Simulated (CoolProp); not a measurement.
Saturation properties of normal hydrogen.

Computed with CoolProp (reference Helmholtz-energy equation of state, Leachman 2009).

| T (K) | p (MPa) | liquid density (kg/m³) | vapour Z | surface tension (mN/m) |
|---|---|---|---|---|
| 21.6 | 0.1432 | ___ | 0.8813 | 1.70 |
| 22.8 | 0.1947 | 67.86 | 0.8551 | 1.50 |
| 24 | 0.2581 | ___ | 0.8260 | ___ |
| 25.2 | 0.3348 | 64.39 | 0.7939 | ___ |
| 26.4 | ___ | 62.39 | 0.7584 | 0.896 |
| 27.6 | ___ | 60.15 | 0.7189 | ___ |
| 28.8 | 0.6593 | 57.59 | 0.6742 | 0.520 |
| 30 | 0.8043 | 54.54 | 0.6224 | 0.345 |
| 31.2 | 0.9711 | 50.64 | ___ | 0.188 |
| 32.4 | 1.162 | 44.66 | 0.4672 | 0.0657 |

Some entries are withheld; supply them.


- 21.6, liquid density (kg/m³): 69.39
- 24, liquid density (kg/m³): 66.20
- 24, surface tension (mN/m): 1.29
- 25.2, surface tension (mN/m): 1.09
- 26.4, p (MPa): 0.4262
- 27.6, p (MPa): 0.5338
- 27.6, surface tension (mN/m): 0.705
- 31.2, vapour Z: 0.5587

It boils at 20.4 K under 1 atm.

Surface tension comes from a separate correlation (Mulero 2012).
